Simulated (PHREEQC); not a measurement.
Solution (20 °C): 0.023 mol Al2(SO4)3 per kg of water. Closed to the air; pH follows from the charge balance.

Computed with PHREEQC (ion-association model, phreeqc.dat).

Each row changes one thing in this solution. This is a speciation only: nothing precipitates in the calculation.

| case | pH | ionic strength (mol/kgw) | AlSO4+ (mol/kgw) | SO4-2 (mol/kgw) | Al(SO4)2- (mol/kgw) | Al+3 (mol/kgw) | SI of Gibbsite (Al(OH)3) |
|---|---|---|---|---|---|---|---|
| as made | 4.01 | 0.0866 | 0.0322 | 0.0206 | 0.00806 | 0.00552 | +0.67 |
| temperature from 20 to 75 °C | 3.46 | 0.0777 | 0.0323 | 0.0185 | 0.00855 | 0.00389 | +1.49 |
| Al2(SO4)3 from 0.023 to 0.0345 mol/kgw | 3.98 | 0.120 | 0.0470 | 0.0278 | 0.0143 | 0.00747 | +0.65 |
| 0.0023 mol/kgw Na2CO3 added | 5.19 | 0.0944 | 0.0297 | 0.0230 | 0.00807 | 0.00482 | +4.12 |
| Al2(SO4)3 from 0.023 to 0.0115 mol/kgw | 4.06 | 0.0493 | 0.0166 | 0.0121 | 0.00289 | 0.00335 | +0.71 |
| temperature from 20 to 30 °C | 3.90 | 0.0839 | 0.0324 | 0.0200 | 0.00822 | 0.00509 | +0.86 |
| temperature from 20 to 35 °C | 3.85 | 0.0827 | 0.0325 | 0.0198 | 0.00829 | 0.00490 | +0.94 |

Species that the database lacks are ignored. Some of these states are supersaturated (in Gibbsite (slow to form), Al(OH)3(a), for instance). Constants without temperature data keep their 25 °C values here.
